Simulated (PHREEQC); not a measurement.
Dissolve 28 mmol/kgw CuCl2 and 24 mmol/kgw H3BO3 at 40 °C. Closed to the air; pH follows from the charge balance.

Model: ion-association model, wateq4f.dat, run in PHREEQC.

Each row changes one thing in this solution. Precipitation was switched off in this run.

```csv
case,pH,ionic strength (mol/kgw),Cl- (mol/kgw),Cu+2 (mol/kgw),CuCl+ (mol/kgw),CuCl2 (mol/kgw),SI of Tenorite (CuO),SI of Atacamite (Cu2(OH)3Cl)
as made,4.35,0.0778,0.0529,0.0249,0.00298,5.90e-5,-0.37,+1.01
temperature from 40 to 10 °C,4.69,0.0824,0.0552,0.0272,0.000797,1.20e-5,-0.76,+0.78
H3BO3 from 0.024 to 0.0024 mol/kgw,4.35,0.0778,0.0529,0.0249,0.00298,5.90e-5,-0.37,+1.02
CuCl2 from 0.028 to 0.28 mol/kgw,3.94,0.622,0.447,0.175,0.0953,0.00901,-0.61,+1.77
CuCl2 from 0.028 to 0.014 mol/kgw,4.50,0.0401,0.0270,0.0130,0.000950,1.08e-5,-0.26,+0.80
```

Complexes and solids missing from the database can't appear. Some of these states are supersaturated (in Atacamite, for instance). Constants without temperature data keep their 25 °C values here.
